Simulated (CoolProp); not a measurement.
Propane at 236.02 K and 0.0799 MPa flows at 23 m/s in a round tube of 1 mm bore and 1.5 µm roughness, fully developed (64/Re and Nu = 3.66 if laminar; Colebrook and Gnielinski if turbulent). Each further row changes one setting.

Values from CoolProp's reference Helmholtz-energy equation of state, Lemmon 2009.

```tsv
case	Reynolds number	Darcy friction factor	pressure drop (Pa/m)	heat-transfer coefficient (W/(m² K))	mass flow (kg/h)
as stated	6570	0.0365	17800	273	0.120
velocity 46 m/s	13100	0.0313	61000	505	0.240
diameter 2 mm	13100	0.0300	7330	242	0.480
```

Viscosity comes from a separate model (Vogel 1998). Thermal conductivity comes from a separate model (Marsh 2002).
